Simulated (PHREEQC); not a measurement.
3.2 g of hydrous ferric oxide (600 m²/g; 0.2 weak and 0.005 strong sites per Fe, Dzombak-Morel constants, diffuse double layer) in 1 kg of water with 0.005 mol/kgw of an inert sodium salt and 0.034 mmol/kgw ZnCl2 and 0.56 mmol/kgw Na2SO4, at 25 °C; the pH is set by adding NaOH or the inert anion's acid. Oxygen is held at 0.21 atm. No CO2 enters from the air. Nothing may precipitate in this run.

Base run: PHREEQC, ion-association model, wateq4f.dat. Each further column changes one thing. The table gives S sorbed (%).

```csv
pH,base,no electrostatic term (-no_edl),background salt from 0.005 to 0.0005 mol/kgw,oxide from 3.2 to 16 g/kgw
4,100.0,1.4,100.0,100.0
5,99.9,1.4,100.0,100.0
5.5,99.7,1.4,99.8,100.0
6.5,89.3,1.6,92.0,98.9
7,60.1,1.9,65.0,92.4
8,3.9,2.5,4.5,16.7
9,0.1,1.3,0.1,0.3
9.5,0.0,0.6,0.0,0.0
10.5,0.0,0.1,0.0,0.0
11,0.0,0.0,0.0,0.0
12,0.0,0.0,0.0,0.0
```

 In at least one series the solution becomes supersaturated in solids that the run did not let form, among them Zn(OH)2-e.
